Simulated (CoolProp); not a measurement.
R123 at 293.15 K and 0.0218 MPa is throttled through a valve to 0.00757 MPa with no heat exchange. Each further row changes one setting.

Values from CoolProp's reference Helmholtz-energy equation of state, Younglove 1994. It is a modified Benedict-Webb-Rubin equation, recast in Helmholtz form.

```csv
case,temperature change (K),final density (kg/m³)
as stated,[?],[?]
outlet pressure 0.00227 MPa,[?],[?]
outlet pressure 0.00984 MPa,-0.5,[?]
```

Problem. Some entries are withheld; supply them.

Solution. 
- as stated, temperature change (K): -0.6
- as stated, final density (kg/m³): 0.478
- outlet pressure 0.00227 MPa, temperature change (K): -0.8
- outlet pressure 0.00227 MPa, final density (kg/m³): 0.143
- outlet pressure 0.00984 MPa, final density (kg/m³): 0.621
